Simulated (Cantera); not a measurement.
# NO annealing gas

An isothermal, constant-pressure homogeneous reactor starts with 7.69 % NO, 92.3 % N2, at 2100 K and 0.0330 bar.

Computed with Cantera and GRI-Mech 3.0 (53 species, 325 reactions). Radical loss at walls, strong at low pressure, is not modelled.

```json
[
 {"t (s)": "5.00e-6", "x NO": "0.0769", "x O": "2.27e-9", "x N2": "0.923", "x O2": "<1e-12", "x NO2": "<1e-12", "x N2O": "2.26e-9"},
 {"t (s)": "1.83e-5", "x NO": "0.0769", "x O": "8.31e-9", "x N2": "0.923", "x O2": "<1e-12", "x NO2": "<1e-12", "x N2O": "8.29e-9"},
 {"t (s)": "6.71e-5", "x NO": "0.0769", "x O": "3.06e-8", "x N2": "0.923", "x O2": "6.24e-12", "x NO2": "6.04e-12", "x N2O": "3.03e-8"},
 {"t (s)": "0.000246", "x NO": "0.0769", "x O": "1.13e-7", "x N2": "0.923", "x O2": "8.45e-11", "x NO2": "7.70e-11", "x N2O": "1.09e-7"},
 {"t (s)": "0.000902", "x NO": "0.0769", "x O": "4.34e-7", "x N2": "0.923", "x O2": "1.17e-9", "x NO2": "8.70e-10", "x N2O": "3.81e-7"},
 {"t (s)": "0.00330", "x NO": "0.0769", "x O": "1.81e-6", "x N2": "0.923", "x O2": "1.73e-8", "x NO2": "7.33e-9", "x N2O": "1.17e-6"},
 {"t (s)": "0.0121", "x NO": "0.0769", "x O": "8.42e-6", "x N2": "0.923", "x O2": "2.86e-7", "x NO2": "4.42e-8", "x N2O": "2.49e-6"},
 {"t (s)": "0.0444", "x NO": "0.0769", "x O": "3.67e-5", "x N2": "0.923", "x O2": "4.80e-6", "x NO2": "2.04e-7", "x N2O": "2.92e-6"},
 {"t (s)": "0.163", "x NO": "0.0766", "x O": "0.000134", "x N2": "0.923", "x O2": "7.08e-5", "x NO2": "7.19e-7", "x N2O": "2.84e-6"},
 {"t (s)": "0.596", "x NO": "0.0749", "x O": "0.000344", "x N2": "0.924", "x O2": "0.000813", "x NO2": "1.71e-6", "x N2O": "2.58e-6"},
 {"t (s)": "2.18", "x NO": "0.0650", "x O": "0.000640", "x N2": "0.929", "x O2": "0.00561", "x NO2": "2.95e-6", "x N2O": "1.82e-6"},
 {"t (s)": "8.00", "x NO": "0.0274", "x O": "0.00120", "x N2": "0.947", "x O2": "0.0242", "x NO2": "2.48e-6", "x N2O": "3.19e-7"}
]
```
x: mole fraction; the columns are a selection and need not sum to one.

Equilibrium at this temperature and pressure: NO 0.00453, O 0.00145, N2 0.959, O2 0.0354, NO2 4.96e-7, N2O 5.07e-8 (gas phase only).
